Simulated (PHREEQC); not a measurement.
**Ultrapure water in contact with air or piping: speciation**

Model water analysis in mmol/kgw, 20 °C, pH 6.11, pe 9.4:

```
constituent           mmol/kgw
--------------------  --------
Na                     0.00026
K                     0.000314
Ca                    0.000553
Mg                    0.000287
Cl                     0.00121
S(6)                  0.000279
Alkalinity (meq/kgw)    0.0015
B                     1.89e-06
```

Na is adjusted to close the charge balance.
Valence states are taken as typed.

Equilibrium calculation in PHREEQC: ion-association model, phreeqc.dat.

```json
{
  "ionic_strength": "5.16e-6 mol/kgw"
}
```

```json
[
 {"species": "CO2", "molality": "4.23e-6", "activity": "4.23e-6", "log γ": "0.000"},
 {"species": "HCO3-", "molality": "2.27e-6", "activity": "2.26e-6", "log γ": "-0.001"},
 {"species": "Na+", "molality": "1.27e-6", "activity": "1.27e-6", "log γ": "-0.001"},
 {"species": "Cl-", "molality": "1.21e-6", "activity": "1.21e-6", "log γ": "-0.001"},
 {"species": "H+", "molality": "7.78e-7", "activity": "7.76e-7", "log γ": "-0.001"},
 {"species": "Ca+2", "molality": "5.53e-7", "activity": "5.47e-7", "log γ": "-0.005"},
 {"species": "K+", "molality": "3.14e-7", "activity": "3.13e-7", "log γ": "-0.001"},
 {"species": "Mg+2", "molality": "2.87e-7", "activity": "2.84e-7", "log γ": "-0.005"},
 {"species": "SO4-2", "molality": "2.79e-7", "activity": "2.76e-7", "log γ": "-0.005"},
 {"species": "OH-", "molality": "8.84e-9", "activity": "8.82e-9", "log γ": "-0.001"},
 {"species": "H3BO3", "molality": "1.89e-9", "activity": "1.89e-9", "log γ": "0.000"}
]
```

This is a speciation only: nothing precipitates in the calculation.
